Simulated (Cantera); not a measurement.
An adiabatic, constant-pressure homogeneous reactor starts with 1.64 % C3H8, 7.40 % O2, 91.0 % N2, at 1150 K and 24.0 bar.

Model: GRI-Mech 3.0 (53 species, 325 reactions), integrated in Cantera. GRI-Mech 3.0 was tuned for natural gas; its chemistry of propane as a main component is partial and can be far from experiment. The pressure lies above the range GRI-Mech 3.0 was tuned for (to about 10 atm).

**Question.** Predict: time of steepest temperature rise; temperature at 0.200 s; equilibrium temperature; x(O2) at 0.200 s; x(N2O) at 0.200 s; x(HCN) at 0.200 s; x(H2O) at 0.200 s.

**Answer.** 
- time of steepest temperature rise: 4.65 ms
- temperature at 0.200 s: 1932 K
- equilibrium temperature: 1932 K
- x(O2) at 0.200 s: 2.22e-7 (gas-phase equilibrium 2.22e-7)
- x(N2O) at 0.200 s: 2.04e-9 (gas-phase equilibrium 2.03e-9)
- x(HCN) at 0.200 s: 3.06e-9 (gas-phase equilibrium 2.88e-9)
- x(H2O) at 0.200 s: 0.0598 (gas-phase equilibrium 0.0598)
